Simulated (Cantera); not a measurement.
## Formation from one mole of O2

Source: NASA polynomial tables (part measured, part estimated), evaluated in Cantera. Values are per mole of reaction as written; species without (g) are pure solids or liquids, kept so even where they would boil at 1 bar.

1.2 Ti + O2(g) ⇌ 0.4 Ti3O5

```tsv
T (K)	ΔH° (kJ)	ΔS° (J/K)	ΔG° (kJ)	log10 K
2448	-904.7	-134.2	-576.1	12.29
2498	-904.1	-134.0	-569.4	11.91
2548	-903.5	-133.7	-562.7	11.54
2598	-902.9	-133.5	-556.0	11.18
2648	-902.3	-133.3	-549.4	10.84
2698	-901.7	-133.1	-542.7	10.51
2748	-901.1	-132.9	-536.1	10.19
2798	-900.6	-132.6	-529.4	9.88
2848	-900.0	-132.4	-522.8	9.59
2898	-899.4	-132.3	-516.2	9.30
2948	-898.9	-132.1	-509.6	9.03
```

4 Al + O2(g) ⇌ 2 Al2O(g)

| T (K) | ΔH° (kJ) | ΔS° (J/K) | ΔG° (kJ) | log10 K |
|---|---|---|---|---|
| 2448 | -414.5 | 68.6 | -582.4 | 12.43 |
| 2498 | -416.5 | 67.8 | -585.8 | 12.25 |
| 2548 | -418.6 | 66.9 | -589.2 | 12.08 |
| 2598 | -420.7 | 66.1 | -592.5 | 11.91 |
| 2648 | -422.8 | 65.3 | -595.8 | 11.75 |
| 2698 | -424.9 | 64.5 | -599.1 | 11.60 |
| 2748 | -427.0 | 63.8 | -602.3 | 11.45 |
| 2798 | -429.2 | 63.0 | -605.4 | 11.30 |
| 2848 | -431.3 | 62.2 | -608.6 | 11.16 |
| 2898 | -433.4 | 61.5 | -611.7 | 11.02 |
| 2948 | -435.5 | 60.8 | -614.7 | 10.89 |

Nb + O2(g) ⇌ NbO2

```
T (K)  ΔH° (kJ)  ΔS° (J/K)  ΔG° (kJ)  log10 K  condensed phases
-----  --------  ---------  --------  -------  ----------------
2448     -664.1     -109.9    -395.0     8.43    Nb(s), NbO2(l)
2498     -663.3     -109.6    -389.5     8.15    Nb(s), NbO2(l)
2548     -662.5     -109.3    -384.1     7.87    Nb(s), NbO2(l)
2598     -661.7     -109.0    -378.6     7.61    Nb(s), NbO2(l)
2648     -661.0     -108.7    -373.2     7.36    Nb(s), NbO2(l)
2698     -660.4     -108.5    -367.7     7.12    Nb(s), NbO2(l)
2748     -659.8     -108.2    -362.3     6.89    Nb(s), NbO2(l)
2798     -685.6     -117.7    -356.4     6.65    Nb(l), NbO2(l)
2848     -684.6     -117.3    -350.6     6.43    Nb(l), NbO2(l)
2898     -683.6     -116.9    -344.7     6.21    Nb(l), NbO2(l)
2948     -682.5     -116.6    -338.9     6.00    Nb(l), NbO2(l)
```

1.333 Ti + O2(g) ⇌ 0.6667 Ti2O3

```tsv
T (K)	ΔH° (kJ)	ΔS° (J/K)	ΔG° (kJ)	log10 K
2448	-936.6	-141.2	-591.1	12.61
2498	-936.5	-141.1	-584.0	12.21
2548	-936.3	-141.0	-577.0	11.83
2598	-936.2	-141.0	-569.9	11.46
2648	-936.0	-140.9	-562.9	11.10
2698	-935.9	-140.9	-555.8	10.76
2748	-935.7	-140.8	-548.8	10.43
2798	-935.6	-140.8	-541.8	10.11
2848	-935.5	-140.7	-534.7	9.81
2898	-935.3	-140.7	-527.7	9.51
2948	-935.2	-140.6	-520.6	9.23
```
